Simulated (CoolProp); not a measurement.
Aqueous ammonia as a coolant, at 17 °C, 1 atm.

The numbers come from the Melinder's fits for secondary coolants in CoolProp.

```json
[
 {"mass %": "3.6", "freezing point (°C)": "-4.3", "conductivity (W/(m K))": "0.566", "Prandtl number": "___", "viscosity (mPa s)": "1.17", "cp (kJ/(kg K))": "4.187"},
 {"mass %": "6.2", "freezing point (°C)": "-7.7", "conductivity (W/(m K))": "___", "Prandtl number": "9.12", "viscosity (mPa s)": "1.19", "cp (kJ/(kg K))": "___"},
 {"mass %": "8.8", "freezing point (°C)": "-11.6", "conductivity (W/(m K))": "0.532", "Prandtl number": "9.59", "viscosity (mPa s)": "1.22", "cp (kJ/(kg K))": "4.195"},
 {"mass %": "11.4", "freezing point (°C)": "-16.0", "conductivity (W/(m K))": "0.517", "Prandtl number": "10.2", "viscosity (mPa s)": "1.25", "cp (kJ/(kg K))": "4.199"},
 {"mass %": "14", "freezing point (°C)": "-21.1", "conductivity (W/(m K))": "0.502", "Prandtl number": "10.8", "viscosity (mPa s)": "1.29", "cp (kJ/(kg K))": "4.202"},
 {"mass %": "16.6", "freezing point (°C)": "-27.0", "conductivity (W/(m K))": "0.489", "Prandtl number": "11.5", "viscosity (mPa s)": "___", "cp (kJ/(kg K))": "___"},
 {"mass %": "19.2", "freezing point (°C)": "-34.0", "conductivity (W/(m K))": "0.477", "Prandtl number": "12.1", "viscosity (mPa s)": "1.37", "cp (kJ/(kg K))": "4.212"},
 {"mass %": "21.8", "freezing point (°C)": "-42.5", "conductivity (W/(m K))": "0.467", "Prandtl number": "12.5", "viscosity (mPa s)": "1.39", "cp (kJ/(kg K))": "4.218"},
 {"mass %": "24.4", "freezing point (°C)": "-52.8", "conductivity (W/(m K))": "0.458", "Prandtl number": "12.7", "viscosity (mPa s)": "1.38", "cp (kJ/(kg K))": "___"},
 {"mass %": "27", "freezing point (°C)": "-65.5", "conductivity (W/(m K))": "0.450", "Prandtl number": "12.8", "viscosity (mPa s)": "1.37", "cp (kJ/(kg K))": "___"},
 {"mass %": "29.6", "freezing point (°C)": "-81.3", "conductivity (W/(m K))": "0.443", "Prandtl number": "13.4", "viscosity (mPa s)": "1.40", "cp (kJ/(kg K))": "4.240"}
]
```

Q: Fill in the missing entries.

A: 
- 3.6, Prandtl number: 8.64
- 6.2, conductivity (W/(m K)): 0.548
- 6.2, cp (kJ/(kg K)): 4.191
- 16.6, viscosity (mPa s): 1.34
- 16.6, cp (kJ/(kg K)): 4.207
- 24.4, cp (kJ/(kg K)): 4.225
- 27, cp (kJ/(kg K)): 4.232
